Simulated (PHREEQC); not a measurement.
Dissolve 19 mmol/kgw Ag2SO4, 0.134 mmol/kgw NaCl and 2.8 mmol/kgw Na2SO4 at 25 °C. Closed to the air; pH follows from the charge balance.

Computed with PHREEQC (ion-association model, wateq4f.dat).

No solid was allowed to form.

Problem. Order these Ag species by the share of Ag that they hold, largest first: Ag+, AgCl, AgSO4-.

Solution. Ag+ (87 %), AgSO4- (13 %), AgCl (0.34 %)

The pH is 6.86 and the ionic strength 0.0553 mol/kgw. Saturation is exceeded, for instance for Cerargyrite; the values hold only as long as no solid forms.
